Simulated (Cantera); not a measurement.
Charge: 1 mol CH3SiCl3, 0.17 mol HCl, 270 mol H2, held at 2598 K and 6.90 mbar.

These are equilibrium values from Cantera (NASA tables, ideal gas, pure condensed phases), not measurements of a reactor. Candidate condensed phases: C, C6H6, C7H8, C8H18, Si, SiC; 109 gas species. The feed counts by its element totals alone. Rates play no part.

Base state: H2 0.624, H 0.362, HCl 0.00671, Si 0.00281, Cl 0.00273, C2H2 (acetylene) 0.00126, SiC2 0.000120, C2H 6.41e-5 (mole fractions); condensed: gas only.

What changes in the equilibrium state with this change: temperature from 2598 K to 2425 K?


```tsv
species	before	after
H2	0.624	0.793
H	0.362	0.192
HCl	0.00671	0.00890
Si	0.00281	0.00304
C	3.12e-5	4.05e-6
C3	1.39e-5	2.48e-6
C2H	6.41e-5	2.16e-5
```
The tables' values for SiCl are old estimates; treat these amounts as uncertain.

What changes in the equilibrium state with this change: CH3SiCl3 replaced by SiHCl3?


| species | before | after |
|---|---|---|
| H2 | 0.624 | 0.625 |
| H | 0.362 | 0.362 |
| HCl | 0.00671 | 0.00674 |
| C2H2 (acetylene) | 0.00126 | 0 |
| Si | 0.00281 | 0.00294 |
| SiC2 | 0.000120 | 0 |
| C2H | 6.41e-5 | 0 |
| C | 3.12e-5 | 0 |
| C3 | 1.39e-5 | 0 |
